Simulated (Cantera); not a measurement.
An isothermal, constant-pressure homogeneous reactor starts with 31.0 % H2, 17.2 % O2, 51.7 % N2, equivalence ratio 0.90, at 875 K and 0.410 bar.

Computed with Cantera and the H2/O2 subset of GRI-Mech 3.0, which has no nitrogen chemistry. Below about 950 K walls govern HO2 and H2O2 in real vessels. The temperature is held fixed by assumption; the heat of reaction is taken as removed at once.

One state of this run: x H2 = 0.240; x O2 = 0.138; x H2O2 = 0.000325; x H = 1.04e-7; x O = 1.00e-8; x HO2 = 2.12e-5. x: mole fraction; the columns are a selection and need not sum to one.

Which value of t (s) does it belong to?
A. 0.461
B. 0.0794
C. 0.000406
D. 7.00e-5

A, 0.461
